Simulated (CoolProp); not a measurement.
Computed with CoolProp (reference Helmholtz-energy equation of state, Lemmon 2006). It is a short technical equation, of lower accuracy than the large ones.

**Question.** Give the vapour pressure (bar), vapour density (kg/m³), enthalpy of vaporisation (kJ/kg), surface tension (mN/m) of saturated isopentane at 382.8, 412.7 K.

**Answer.** 
```tsv
T (K)	p (bar)	vapour density (kg/m³)	enthalpy of vaporisation (kJ/kg)	surface tension (mN/m)
382.8	8.84	25.1	263	5.92
412.7	15.6	47.1	217	3.29
```

Surface tension comes from a separate correlation (Mulero 2012).
